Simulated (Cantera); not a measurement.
A closed system holds: 1 mol HI, 2.3 mol H2O, 13 mol H2, at 925 K and 20.0 Pa.

Cantera equilibrium calculation (NASA polynomials, part measured and part estimated; ideal gas, pure solids and liquids). Candidate condensed phases: H2O, I2; 12 gas species. Rates play no part.

Base state: H2 0.799, H2O 0.140, HI 0.0446, I 0.0161, I2 7.54e-5 (mole fractions); condensed: gas only.

**Question.** What changes in the equilibrium state with this change: pressure from 20.0 Pa to 1.33 mbar?

**Answer.** 
| species | before | after |
|---|---|---|
| H2 | 0.799 | 0.798 |
| H2O | 0.140 | 0.141 |
| HI | 0.0446 | 0.0534 |
| I | 0.0161 | 0.00747 |
| I2 | 7.54e-5 | 0.000108 |
